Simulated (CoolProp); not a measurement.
Vapour-liquid equilibrium of R143a (1) + R1234yf (2) at 278.6 K; x and y are mole fractions of (1).

Computed with CoolProp (multi-fluid Helmholtz-energy mixture model, Lemmon and Jacobsen 2000 and Lemmon 2022; pair parameters Bell 2016).

| x | bubble pressure (MPa) | y at the bubble point | dew pressure at overall composition x (MPa) | liquid density (mol/L) |
|---|---|---|---|---|
| 0.05 | 0.3981 | 0.090 | 0.3891 | 10.24 |
| 0.2 | 0.4546 | 0.314 | [?] | [?] |
| 0.35 | 0.5086 | 0.489 | 0.4650 | 10.72 |
| 0.5 | 0.5610 | 0.633 | 0.5125 | 10.98 |
| 0.65 | 0.6124 | 0.757 | 0.5676 | 11.25 |
| 0.8 | 0.6634 | 0.868 | 0.6315 | [?] |
| 0.95 | 0.7146 | 0.968 | 0.7049 | 11.86 |

Question: Complete the blanks.

Answer: 
- 0.2, dew pressure at overall composition x (MPa): 0.4243
- 0.2, liquid density (mol/L): 10.47
- 0.8, liquid density (mol/L): 11.55

No azeotrope shows between x = 0.05 and 0.95.

Pair parameters are fitted to limited data, so mixtures are less certain than the pure fluids.
